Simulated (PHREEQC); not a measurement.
**Metal-bearing waste water**

A solution holds 22 mmol/kgw MnSO4, at 25 °C. It is in equilibrium with CO2 at log p = -3.5 (atm). Otherwise closed; pH follows from the charge balance.

Computed with PHREEQC (ion-association model, wateq4f.dat).

Precipitation was switched off in this run.

Question: What pH, ionic strength does the model give?

Answer: pH 5.65; ionic strength 0.0578 mol/kgw.

Question: In which forms is C present?

Answer: CO2 72 %, HCO3- 18 %, MnHCO3+ 11 % of the C.

Species that the database lacks are ignored.
